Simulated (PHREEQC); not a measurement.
Consider water at 25 °C with 0.015 mol/kgw KOH and 0.0032 mol/kgw CO2. Closed to the air; pH follows from the charge balance.

All values are PHREEQC results (Pitzer model, pitzer.dat), not measurements.

```
quantity                  before   after
------------------------  ------  ------
pH                         11.88   11.85
ionic strength (mol/kgw)  0.0181  0.0452
```

Q: Name the change that produced these shifts.
A) diluted 10-fold with water
B) 0.027 mol/kgw KCl added
C) KOH from 0.015 to 0.03 mol/kgw
D) CO2 left out
E) temperature from 25 to 15 °C

A: B, 0.027 mol/kgw KCl added

This is a speciation only: nothing precipitates in the calculation.
